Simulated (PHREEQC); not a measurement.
Solution (20 °C): 0.0063 mol/kgw HNO3, 0.032 mol/kgw NaCl and 0.032 mol/kgw CuCl2. Closed to the air; pH follows from the charge balance.

Computed with PHREEQC (ion-association model, phreeqc.dat).

This is a speciation only: nothing precipitates in the calculation.

Q: Estimate the pH.

A: pH 2.29.

Q: In which forms is Cu present?

A: Cu+2 93 %, CuCl+ 6.8 % of the Cu.

Complexes and solids missing from the database can't appear.
